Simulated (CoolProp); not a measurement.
Vapour-liquid equilibrium of benzene (1) + ethylbenzene (2) at 0.707 MPa; x and y are mole fractions of (1).

Computed with CoolProp (multi-fluid Helmholtz-energy mixture model, Thol 2012 and Zhou 2012; pair parameters Bell 2016).

```json
[
 {"x": "0.05", "bubble temperature (°C)": "222.9", "y at the bubble point": "0.106", "dew temperature at overall composition x (°C)": "225.2", "liquid density (mol/L)": "6.335"},
 {"x": "0.125", "bubble temperature (°C)": "216.5", "y at the bubble point": "0.250", "dew temperature at overall composition x (°C)": "[?]", "liquid density (mol/L)": "6.533"},
 {"x": "0.2", "bubble temperature (°C)": "210.3", "y at the bubble point": "[?]", "dew temperature at overall composition x (°C)": "218.8", "liquid density (mol/L)": "6.735"},
 {"x": "0.275", "bubble temperature (°C)": "204.4", "y at the bubble point": "0.488", "dew temperature at overall composition x (°C)": "215.3", "liquid density (mol/L)": "6.942"},
 {"x": "0.35", "bubble temperature (°C)": "198.7", "y at the bubble point": "0.584", "dew temperature at overall composition x (°C)": "211.7", "liquid density (mol/L)": "7.152"},
 {"x": "0.425", "bubble temperature (°C)": "193.2", "y at the bubble point": "0.667", "dew temperature at overall composition x (°C)": "207.8", "liquid density (mol/L)": "[?]"},
 {"x": "0.5", "bubble temperature (°C)": "188.0", "y at the bubble point": "0.738", "dew temperature at overall composition x (°C)": "[?]", "liquid density (mol/L)": "[?]"},
 {"x": "0.575", "bubble temperature (°C)": "183.0", "y at the bubble point": "0.798", "dew temperature at overall composition x (°C)": "199.2", "liquid density (mol/L)": "7.812"},
 {"x": "0.65", "bubble temperature (°C)": "178.3", "y at the bubble point": "0.850", "dew temperature at overall composition x (°C)": "194.3", "liquid density (mol/L)": "8.042"},
 {"x": "0.725", "bubble temperature (°C)": "173.8", "y at the bubble point": "0.893", "dew temperature at overall composition x (°C)": "188.9", "liquid density (mol/L)": "8.276"},
 {"x": "0.8", "bubble temperature (°C)": "169.6", "y at the bubble point": "0.930", "dew temperature at overall composition x (°C)": "182.8", "liquid density (mol/L)": "8.514"},
 {"x": "0.875", "bubble temperature (°C)": "165.7", "y at the bubble point": "0.960", "dew temperature at overall composition x (°C)": "175.7", "liquid density (mol/L)": "8.757"},
 {"x": "0.95", "bubble temperature (°C)": "162.0", "y at the bubble point": "[?]", "dew temperature at overall composition x (°C)": "167.1", "liquid density (mol/L)": "9.005"}
]
```

Q: Complete the blanks.

A: 
- 0.125, dew temperature at overall composition x (°C): 222.1
- 0.2, y at the bubble point: 0.377
- 0.425, liquid density (mol/L): 7.368
- 0.5, dew temperature at overall composition x (°C): 203.7
- 0.5, liquid density (mol/L): 7.588
- 0.95, y at the bubble point: 0.986

No azeotrope shows between x = 0.05 and 0.95.

The pair parameters rest on a limited set of measurements; away from them the model extrapolates.
